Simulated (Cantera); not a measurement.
A perfectly stirred reactor is fed with 6.35 % H2, 83.6 % O2, 10.0 % N2, equivalence ratio 0.038, at 0.0158 atm; it is held at 1473 K, and followed from long to short residence time.

Detailed kinetics in Cantera: GRI-Mech 3.0 (53 species, 325 reactions). Radical loss at walls, strong at low pressure, is not modelled. The temperature is held fixed by assumption; the heat of reaction is taken as removed at once.

x: mole fraction; the columns are a selection and need not sum to one.

```json
[
 {"τ (s)": "5.8", "x H2": "7.22e-5", "x O2": "0.828", "x OH": "0.00182", "x H2O2": "1.62e-8", "x NO": "3.72e-7", "x H": "6.91e-5"},
 {"τ (s)": "2.6", "x H2": "?", "x O2": "0.827", "x OH": "?", "x H2O2": "?", "x NO": "?", "x H": "?"},
 {"τ (s)": "1.2", "x H2": "0.000196", "x O2": "0.825", "x OH": "0.00302", "x H2O2": "2.69e-8", "x NO": "2.67e-7", "x H": "0.000318"},
 {"τ (s)": "0.52", "x H2": "0.000323", "x O2": "0.821", "x OH": "0.00388", "x H2O2": "3.39e-8", "x NO": "2.57e-7", "x H": "0.000687"},
 {"τ (s)": "0.23", "x H2": "0.000510", "x O2": "0.816", "x OH": "0.00486", "x H2O2": "4.11e-8", "x NO": "2.68e-7", "x H": "0.00138"},
 {"τ (s)": "0.10", "x H2": "0.000772", "x O2": "0.809", "x OH": "0.00592", "x H2O2": "4.79e-8", "x NO": "2.76e-7", "x H": "0.00257"},
 {"τ (s)": "0.047", "x H2": "0.00106", "x O2": "0.802", "x OH": "0.00683", "x H2O2": "5.29e-8", "x NO": "2.54e-7", "x H": "0.00406"},
 {"τ (s)": "0.021", "x H2": "0.00142", "x O2": "0.795", "x OH": "0.00763", "x H2O2": "5.67e-8", "x NO": "1.93e-7", "x H": "0.00576"},
 {"τ (s)": "0.0094", "x H2": "0.00186", "x O2": "0.790", "x OH": "0.00825", "x H2O2": "5.99e-8", "x NO": "1.19e-7", "x H": "0.00718"},
 {"τ (s)": "0.0042", "x H2": "0.00260", "x O2": "0.788", "x OH": "0.00882", "x H2O2": "6.36e-8", "x NO": "6.31e-8", "x H": "0.00821"},
 {"τ (s)": "0.0019", "x H2": "?", "x O2": "0.788", "x OH": "0.00952", "x H2O2": "?", "x NO": "?", "x H": "?"}
]
```

Fill in the missing entries.


- 2.6, x H2: 0.000121
- 2.6, x OH: 0.00236
- 2.6, x H2O2: 2.12e-8
- 2.6, x NO: 3.04e-7
- 2.6, x H: 0.000152
- 0.0019, x H2: 0.00400
- 0.0019, x H2O2: 6.93e-8
- 0.0019, x NO: 3.04e-8
- 0.0019, x H: 0.00896
